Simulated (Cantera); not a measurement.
Input: 1 mol AlN, 3.5 mol HCl, 23 mol H2, equilibrated at 5800 Pa.

Equilibrium computed with Cantera from the NASA thermochemical tables; the gas is ideal and each condensed phase is pure. Candidate condensed phases: Al, AlCl3, AlN, NH4Cl; 20 gas species. The tables' values for AlCl2 are old estimates; treat these amounts as uncertain. The numbers say what is thermodynamically allowed, not how fast it happens. All values below are at 900 °C.

Base state: H2 0.906, HCl 0.0564, AlCl3 0.0252, N2 0.0126, AlCl2 3.98e-5 (mole fractions); condensed: AlN(s).

Q: What changes in the equilibrium state with this change: AlN replaced by BN?

A: 
| species | before | after |
|---|---|---|
| H2 | 0.906 | 0.868 |
| HCl | 0.0564 | 0.132 |
| BCl3 | 0 | 1.45e-5 |
| AlCl3 | 0.0252 | 0 |
| N2 | 0.0126 | 7.21e-6 |
| AlCl2 | 3.98e-5 | 0 |
| AlN(s), mol | 0.331 | 0 |
| BN(s), mol | 0 | 1.000 |
Further candidate phases: B, BN.
